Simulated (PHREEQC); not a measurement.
# Brackish or sea water: an equilibrium model

A made-up water analysis in mmol/kgw, 70 °C, pH 6.27:

| constituent | mmol/kgw |
|---|---|
| Na | 80.2 |
| K | 0.777 |
| Ca | 1.61 |
| Mg | 9.22 |
| Cl | 88.2 |
| S(6) | 7.57 |
| Alkalinity (meq/kgw) | 0.0309 |
| Br | 0.042 |
| Li | 0.392 |

Valence states are taken as typed.

All values are PHREEQC results (Pitzer model, pitzer.dat), not measurements.

This is a speciation only: nothing precipitates in the calculation.

Estimate the specific conductance, charge-balance error, osmotic coefficient.

specific conductance 22700 µS/cm; charge-balance error -0.2 %; osmotic coefficient 0.899.

In which forms is C present?

HCO3- 55 %, CO2 45 % of the C.

Away from 25 °C the constants follow the database's enthalpies or fits; those with neither stay at their 25 °C values.
